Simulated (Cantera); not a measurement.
An isothermal, constant-pressure homogeneous reactor starts with N₂O : H₂ : N₂ = 1 : 0.0074 : 0.87 (molar parts), at 1423 K and 17000 Pa. Integrator tolerance rtol = 1e-08.

Detailed kinetics in Cantera: GRI-Mech 3.0 (53 species, 325 reactions). GRI-Mech 3.0 was tuned for natural gas; its chemistry of N2O as a main component is partial and can be far from experiment. The temperature is held fixed by assumption; the heat of reaction is taken as removed at once.

Q: What does this change do: pressure from 17000 Pa to 73000 Pa?

A: 
```csv
quantity,before,after
x(N₂O) at 1.00 s,0.0157 (gas-phase equilibrium 2.14e-8),4.60e-5 (gas-phase equilibrium 4.43e-8)
x(H₂) at 1.00 s,1.01e-7 (gas-phase equilibrium 1.06e-8),5.71e-9 (gas-phase equilibrium 5.13e-9)
x(NO) at 1.00 s,0.0741 (gas-phase equilibrium 0.000824),0.0668 (gas-phase equilibrium 0.000824)
x(HO₂) at 1.00 s,2.32e-8 (gas-phase equilibrium 1.23e-8),1.57e-8 (gas-phase equilibrium 1.77e-8)
x(OH) at 1.00 s,3.23e-5 (gas-phase equilibrium 1.06e-5),7.16e-6 (gas-phase equilibrium 7.38e-6)
x(O₂) at 1.00 s,0.166 (gas-phase equilibrium 0.209),0.175 (gas-phase equilibrium 0.209)
```

Q: What does this change do: pressure from 17000 Pa to 1330 Pa?

A: 
| quantity | before | after |
|---|---|---|
| x(N₂O) at 1.00 s | 0.0157 (gas-phase equilibrium 2.14e-8) | 0.370 (gas-phase equilibrium 5.98e-9) |
| x(H₂) at 1.00 s | 1.01e-7 (gas-phase equilibrium 1.06e-8) | 1.26e-7 (gas-phase equilibrium 3.79e-8) |
| x(NO) at 1.00 s | 0.0741 (gas-phase equilibrium 0.000824) | 0.0243 (gas-phase equilibrium 0.000824) |
| x(HO₂) at 1.00 s | 2.32e-8 (gas-phase equilibrium 1.23e-8) | 4.62e-7 (gas-phase equilibrium 6.48e-9) |
| x(OH) at 1.00 s | 3.23e-5 (gas-phase equilibrium 1.06e-5) | 5.00e-5 (gas-phase equilibrium 2.01e-5) |
| x(O₂) at 1.00 s | 0.166 (gas-phase equilibrium 0.209) | 0.0506 (gas-phase equilibrium 0.209) |
Radical loss at walls, strong at low pressure, is not modelled.
